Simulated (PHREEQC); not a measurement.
Dissolve 0.0041 mol KH2PO4, 0.059 mol NaF and 0.0036 mol NaCl per kg of water at 25 °C. Closed to the air; pH follows from the charge balance.

Computed with PHREEQC (ion-association model, wateq4f.dat).

This is a speciation only: nothing precipitates in the calculation.

What pH does the model give?

pH 5.62.

In which forms is F present?

F- 97 %, NaF 2.2 % of the F.

H3PO4, which wateq4f.dat lacks, is added to it with the constant of phreeqc.dat.
